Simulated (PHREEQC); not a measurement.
# Geothermal or formation water (model solution)

Synthetic water in mmol/kgw, 75 °C, pH 6.57, pe 12.8:

```
constituent                mmol/kgw
-------------------------  --------
Na                              158
K                              37.9
Ca                             16.4
Mg                               12
Cl                              211
S(6)                           23.7
Alkalinity (meq/kgw)          0.214
O(0) (counted as O atoms)      0.52
Si                             0.09
Br                            0.507
```

Cl is adjusted to close the charge balance.
Valence states are taken as typed.

Computed with PHREEQC (ion-association model, phreeqc.dat).

Each row changes one thing in this solution. Precipitation was switched off in this run.

```csv
case,ionic strength (mol/kgw),Ca+2 (mol/kgw),SO4-2 (mol/kgw),Mg+2 (mol/kgw),MgSO4 (mol/kgw),NaSO4- (mol/kgw),SI of Gypsum (CaSO4:2H2O),SI of Quartz (SiO2)
as made,0.269,0.0139,0.0125,0.00773,0.00426,0.00297,-0.26,-0.66
pH from 6.57 to 6.87 at the same alkalinity,0.269,0.0139,0.0125,0.00773,0.00426,0.00297,-0.26,___
Br from 0.507 to 1.01 mmol/kgw,0.269,0.0139,0.0125,0.00773,0.00426,0.00297,-0.26,-0.66
pH from 6.57 to 5.57 at the same alkalinity,0.269,0.0139,0.0125,0.00773,0.00426,0.00297,-0.26,-0.66
temperature from 75 to 30 °C at the same typed pH,0.276,0.0138,0.0144,0.00928,___,0.00299,-0.25,___
```

Question: What belongs in the gaps?

Answer: 
- pH from 6.57 to 6.87 at the same alkalinity, SI of Quartz (SiO2): -0.67
- temperature from 75 to 30 °C at the same typed pH, MgSO4 (mol/kgw): 0.00272
- temperature from 75 to 30 °C at the same typed pH, SI of Quartz (SiO2): -0.10

Away from 25 °C the constants follow the database's enthalpies or fits; those with neither stay at their 25 °C values.
